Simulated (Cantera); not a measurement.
Feed: 1 mol HCl, 0.45 mol O₂, 1.5 mol N₂, equilibrated at 2525 K and 100 Torr.

Cantera equilibrium calculation (NASA polynomials, part measured and part estimated; ideal gas, pure solids and liquids). Candidate condensed phases: H₂O, NH₄Cl; 29 gas species. Kinetics and transport are ignored.

Base state: N₂ 0.475, HCl 0.169, Cl 0.151, O₂ 0.0923, H₂O 0.0614, OH 0.0165, O 0.0136, NO 0.0124 (mole fractions); condensed: gas only.

Question: What changes in the equilibrium state with this change: temperature from 2525 K to 2100 K?

Answer: 
| species | before | after |
|---|---|---|
| N₂ | 0.475 | 0.493 |
| HCl | 0.169 | 0.231 |
| O₂ | 0.0923 | 0.119 |
| Cl | 0.151 | 0.0969 |
| O | 0.0136 | 0.00132 |
| OH | 0.0165 | 0.00324 |
| NO | 0.0124 | 0.00594 |
| H₂O | 0.0614 | 0.0477 |
| H | 0.00468 | 0.000128 |
| H₂ | 0.00371 | 0.000224 |
| Cl₂ | 0.000229 | 0.00111 |
| HOCl | 1.00e-5 | 1.34e-5 |
| ClO | 0.000183 | 0.000172 |

Question: What changes in the equilibrium state with this change: O₂ from 0.45 to 3.9 mol?

Answer: 
| species | before | after |
|---|---|---|
| O₂ | 0.0923 | 0.527 |
| N₂ | 0.475 | 0.213 |
| Cl | 0.151 | 0.0953 |
| HCl | 0.169 | 0.0531 |
| O | 0.0136 | 0.0325 |
| H₂O | 0.0614 | 0.0360 |
| NO | 0.0124 | 0.0198 |
| OH | 0.0165 | 0.0195 |
| H₂ | 0.00371 | 0.000912 |
| HO₂ | 3.91e-6 | 1.11e-5 |
| Cl₂ | 0.000229 | 9.15e-5 |
| H | 0.00468 | 0.00232 |
| ClO | 0.000183 | 0.000277 |
